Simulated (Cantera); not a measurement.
An isothermal, constant-pressure homogeneous reactor starts with NO : N₂ = 1 : 0.2 (molar parts), at 1523 K and 1.00 bar.

Detailed kinetics in Cantera: GRI-Mech 3.0 (53 species, 325 reactions).

Problem. Predict: x(NO) at 40.0 s; x(O) at 40.0 s; x(N₂) at 40.0 s; x(O₂) at 40.0 s; x(NO₂) at 40.0 s; x(N₂O) at 40.0 s.

Solution. x(NO) at 40.0 s: 0.454 (gas-phase equilibrium 0.00166)
x(O) at 40.0 s: 2.44e-6 (gas-phase equilibrium 3.58e-6)
x(N₂) at 40.0 s: 0.356 (gas-phase equilibrium 0.582)
x(O₂) at 40.0 s: 0.188 (gas-phase equilibrium 0.416)
x(NO₂) at 40.0 s: 0.00215 (gas-phase equilibrium 1.17e-5)
x(N₂O) at 40.0 s: 6.94e-5 (gas-phase equilibrium 8.70e-8)
